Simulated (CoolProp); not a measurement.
Vapour-liquid equilibrium of propane (1) + isobutane (2) at 327.8 K; x and y are mole fractions of (1).

Model: multi-fluid Helmholtz-energy mixture model, Lemmon 2009 and Bücker 2006; pair parameters Kunz 2012, in CoolProp.

```tsv
x	bubble pressure, mixture model (MPa)	bubble pressure, Raoult's law (MPa)	y, mixture model	y, Raoult's law
0.05	0.8160	0.8229	0.096	0.115
0.2	0.9648	0.9919	0.330	0.382
0.35	1.118	1.161	0.511	0.571
0.5	1.277	1.330	0.657	0.712
0.65	1.447	1.499	0.779	0.821
0.8	1.629	1.668	0.883	0.908
0.95	1.825	1.837	0.973	0.979
```

The largest gap from Raoult's law is -4.0 % in bubble pressure, at x = 0.5. No azeotrope shows between x = 0.05 and 0.95.

The pair parameters rest on a limited set of measurements; away from them the model extrapolates.
